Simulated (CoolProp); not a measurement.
A single-stage vapour-compression cycle with R142b: evaporating at 292.15 K (dew point), condensing at 352.15 K (bubble point), superheat 8 K, subcooling 5 K, compressor efficiency 0.9, no pressure losses. Each further row changes one setting.

Model: reference Helmholtz-energy equation of state, Lemmon 2006, in CoolProp. It is a short technical equation, of lower accuracy than the large ones.

| case | cooling COP | pressure ratio | discharge temperature (K) | refrigerating effect (kJ/kg) | volumetric capacity (kJ/m³) |
|---|---|---|---|---|---|
| as stated | 3.33 | 4.83 | 363.6 | 137 | 1670 |
| evaporating temperature 297.15 K | 3.79 | 4.13 | 363.0 | 141 | 1990 |
| condensing temperature 347.15 K | 3.77 | 4.33 | 358.6 | 145 | 1760 |
| subcooling 10 K | 3.51 | 4.83 | 363.6 | 145 | 1760 |
| superheat 18 K | 3.39 | 4.83 | 373.2 | 146 | 1700 |
| compressor efficiency 0.8 | 2.96 | 4.83 | 368.0 | 137 | 1670 |
